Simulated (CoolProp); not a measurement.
Properties of sulfur hexafluoride at several states.

Computed with CoolProp (reference Helmholtz-energy equation of state, Guder 2009).

```json
[
 {"T (K)": "279.9", "p (bar)": "22.3", "phase": "liquid", "density (kg/m³)": "1522", "isothermal compressibility (1/MPa)": "0.01195"},
 {"T (K)": "400.2", "p (bar)": "0.15", "phase": "gas", "density (kg/m³)": "0.6588", "isothermal compressibility (1/MPa)": "66.71"},
 {"T (K)": "543.4", "p (bar)": "0.103", "phase": "gas", "density (kg/m³)": "0.3330", "isothermal compressibility (1/MPa)": "97.10"}
]
```
